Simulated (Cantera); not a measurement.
Input (Python, Cantera):

```python
import numpy as np
import cantera as ct

surf = ct.Interface("ptcombust.yaml", "Pt_surf")
gas = surf.adjacent["gas"]
gas.TPX = 650, 20000, {'H2': 0.01, 'O2': 0.11, 'N2': 0.79, 'H2O': 0.022}
surf.TP = 650, 20000
reactor = ct.FlowReactor(gas, clone=False)
reactor.area = 0.0001  # m2
reactor.surface_area_to_volume_ratio = 340  # 1/m
reactor.mass_flow_rate = 0.8 * reactor.area * gas.density  # inlet velocity 0.8 m/s
reactor.energy_enabled = False
wall = ct.ReactorSurface(surf, reactor, clone=False)
net = ct.ReactorNet([reactor])
net.rtol, net.atol = 1e-8, 1e-16
show, cover = ['H2', 'O2', 'H2O'], ['PT(S)', 'H(S)', 'O(S)', 'OH(S)', 'CO(S)', 'C(S)']

rows = []
print(f"{'z/m':>9s}{'u/(m/s)':>9s}" + "".join(f"{s:>13s}" for s in show + cover))
for z in [0.00017, 0.00037, 0.0008, 0.0017, 0.0037, 0.008, 0.017]:
    net.advance(z)
    rows.append([reactor.speed, *gas[show].X, *surf[cover].coverages])
    print(f"{z:9.4g}{rows[-1][0]:9.3g}" + "".join(f"{x:13.4e}" for x in rows[-1][1:]))
```

It prints:

```
      z/m  u/(m/s)           H2           O2          H2O        PT(S)         H(S)         O(S)        OH(S)        CO(S)         C(S)
  0.00017    0.799   7.9583e-03   1.1680e-01   2.6424e-02   1.1725e-01   1.4030e-08   8.7578e-01   6.9622e-03   9.6121e-27  -1.0828e-29
  0.00037    0.798   6.0874e-03   1.1597e-01   2.8327e-02   9.0388e-02   8.7217e-09   9.0328e-01   6.3213e-03   4.2977e-26  -5.3493e-30
   0.0008    0.797   4.0281e-03   1.1505e-01   3.0422e-02   6.0456e-02   4.2681e-09   9.3418e-01   5.3616e-03  -2.5975e-26  -2.7047e-30
   0.0017    0.797   2.3425e-03   1.1431e-01   3.2137e-02   3.5823e-02   1.7279e-09   9.5992e-01   4.2505e-03  -3.5096e-27  -1.4758e-30
   0.0037    0.796   1.1911e-03   1.1380e-01   3.3308e-02   1.9354e-02   6.0858e-10   9.7746e-01   3.1865e-03  -2.3923e-26  -2.4168e-30
    0.008    0.796   5.3856e-04   1.1351e-01   3.3972e-02   1.0881e-02   2.2860e-10   9.8670e-01   2.4151e-03   4.9588e-29   1.8304e-32
    0.017    0.796   1.9518e-04   1.1336e-01   3.4321e-02   7.2650e-03   1.1208e-10   9.9075e-01   1.9837e-03   1.5419e-27  -4.2472e-32
```

Model: Deutschmann's 1995 Pt surface mechanism with GRI-Mech 3.0 gas chemistry, integrated in Cantera. Catalytic surfaces can have several steady states; this one follows from the mechanism file's or the stated starting coverage. Mass transfer to the wall is taken as infinitely fast.
